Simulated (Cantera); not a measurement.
Input: 1 mol SiCl₄, 0.86 mol NH₃, 23 mol N₂, held at 13.3 mbar.

Method: chemical equilibrium by Gibbs-energy minimisation in Cantera with the NASA 1993 tables (ideal gas, pure condensed phases). Candidate condensed phases: NH₄Cl, Si, Si₃N₄; 28 gas species. The numbers say what is thermodynamically allowed, not how fast it happens.

**Question.** Which condensed phases are stable at each of these points (T (K)): 750, 850, 950, 1050, 1150, 1250, 1350, 1450, 1550, 1650, 1750?

**Answer.** 
```json
[
 {"T (K)": "750", "condensed phases": "Si₃N₄(s)", "Si condensed (%)": "43.0"},
 {"T (K)": "850", "condensed phases": "Si₃N₄(s)", "Si condensed (%)": "46.2"},
 {"T (K)": "950", "condensed phases": "Si₃N₄(s)", "Si condensed (%)": "48.5"},
 {"T (K)": "1050", "condensed phases": "Si₃N₄(s)", "Si condensed (%)": "50.2"},
 {"T (K)": "1150", "condensed phases": "Si₃N₄(s)", "Si condensed (%)": "51.1"},
 {"T (K)": "1250", "condensed phases": "Si₃N₄(s)", "Si condensed (%)": "50.2"},
 {"T (K)": "1350", "condensed phases": "Si₃N₄(s)", "Si condensed (%)": "42.7"},
 {"T (K)": "1450", "condensed phases": "Si₃N₄(s)", "Si condensed (%)": "20.4"},
 {"T (K)": "1550", "condensed phases": "gas only", "Si condensed (%)": "0.0"},
 {"T (K)": "1650", "condensed phases": "gas only", "Si condensed (%)": "0.0"},
 {"T (K)": "1750", "condensed phases": "gas only", "Si condensed (%)": "0.0"}
]
```

From 750 K to 1450 K the condensed part is Si₃N₄(s). From 1550 K to 1750 K nothing is condensed.
